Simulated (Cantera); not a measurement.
## Equilibrium for silicon carbide growth: SiHCl₃ + C₂H₂ + H₂

A closed system holds: 1 mol SiHCl₃, 0.14 mol C₂H₂, 150 mol H₂, at 1.00 bar.

Cantera equilibrium calculation (NASA polynomials, part measured and part estimated; ideal gas, pure solids and liquids). Candidate condensed phases: C, C₆H₆, C₇H₈, C₈H₁₈, Si, SiC; 109 gas species. Mutual solubility and eutectic melting of coexisting phases are not modelled. The tables' values for SiCl, SiCl₃ are old estimates; treat these amounts as uncertain. Gases not in the tables: Si₂H₆ and higher silanes. The numbers say what is thermodynamically allowed, not how fast it happens.

From 1475 K to 1625 K the condensed part is Si(s) + SiC(s). From 1700 K to 2375 K the condensed part is Si(l) + SiC(s). At 2450 K the condensed part is SiC(s). The main Si-bearing gas is SiCl₂ at 1475 K and Si at 2450 K. The share of Si in condensed phases is highest at 1925 K (85.0 %) and lowest at 2450 K (5.9 %).

```
T (K)   x H₂       x H   x HCl      x Si   x SiCl₂     x SiH  n Si(s)  n SiC(s)  n Si(l)
-----  -----  --------  ------  --------  --------  --------  -------  --------  -------
1475   0.981   1.28e-5  0.0174   5.75e-9  0.000968   2.03e-8    0.552     0.277        0
1550   0.981   3.12e-5  0.0174   3.32e-8   0.00103   8.65e-8    0.552     0.277        0
1625   0.981   6.99e-5  0.0174   1.63e-7   0.00108   3.22e-7    0.548     0.278        0
1700   0.981  0.000146  0.0174   6.79e-7   0.00111   1.04e-6        0     0.278    0.546
1775   0.981  0.000287  0.0176   2.20e-6   0.00101   2.67e-6        0     0.277    0.560
1850   0.981  0.000533  0.0178   6.45e-6  0.000933   6.33e-6        0     0.277    0.569
1925   0.980  0.000946  0.0179   1.74e-5  0.000861   1.40e-5        0     0.277    0.574
2000   0.979   0.00161  0.0180   4.35e-5  0.000796   2.92e-5        0     0.276    0.571
2075   0.978   0.00263  0.0181  0.000102  0.000739   5.77e-5        0     0.274    0.557
2150   0.976   0.00417  0.0182  0.000224  0.000687  0.000108        0     0.269    0.525
2225   0.974   0.00639  0.0182  0.000469  0.000639  0.000195        0     0.259    0.465
2300   0.970   0.00953  0.0181  0.000932  0.000594  0.000337        0     0.236    0.356
2375   0.964    0.0138  0.0180   0.00177  0.000552  0.000561        0     0.186    0.171
2450   0.956    0.0196  0.0180   0.00290  0.000465  0.000810        0    0.0593        0
```
x: gas mole fraction; n: condensed amount in mol.
